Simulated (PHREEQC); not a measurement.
# City or well water: speciation

Synthetic water in mmol/kgw, 25 °C, pH 7.02, pe -1.3: Na 2.74; K 0.000182; Ca 2.86; Mg 0.184; Cl 5.25; S(6) 0.562; Alkalinity (meq/kgw) 2.71; Br 0.00133; F 0.00111.

Valence states are taken as typed.

Equilibrium calculation in PHREEQC: ion-association model, phreeqc.dat.

Precipitation was switched off in this run.

**Question.** Estimate the specific conductance.

**Answer.** specific conductance 962 µS/cm.

**Question.** In which forms is S present?

**Answer.** SO4-2 81 %, CaSO4 16 %, MgSO4 1.4 %, NaSO4- 0.7 % of the S.

Species that the database lacks are ignored.
